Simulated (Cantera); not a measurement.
An isothermal plug-flow reactor at 850 K and 1.00 atm (inlet), inlet velocity 2.8 m/s, active area per volume 1500 1/m; feed CO : O₂ : N₂ : H₂O = 0.004 : 0.11 : 0.79 : 0.099 (molar parts), equivalence ratio 0.018.

Detailed kinetics in Cantera: Deutschmann's 1995 Pt surface mechanism with GRI-Mech 3.0 gas chemistry. Catalytic surfaces can have several steady states; this one follows from the mechanism file's or the stated starting coverage. Mass transfer to the wall is taken as infinitely fast.

Q: What does this change do: N2 0.79 to 0.44 parts?

A: 
```csv
quantity,before,after
x(CO) at z = 0.0043 m,0.000146,0.000507
x(O₂) at z = 0.0043 m,0.108,0.166
x(H₂O) at z = 0.0043 m,0.0989,0.152
x(CO₂) at z = 0.0043 m,0.00385,0.00564
θ(free Pt) at the exit,0.0618,0.0528
θ(O*) at the exit,0.932,0.940
θ(OH*) at the exit,0.00630,0.00726
```
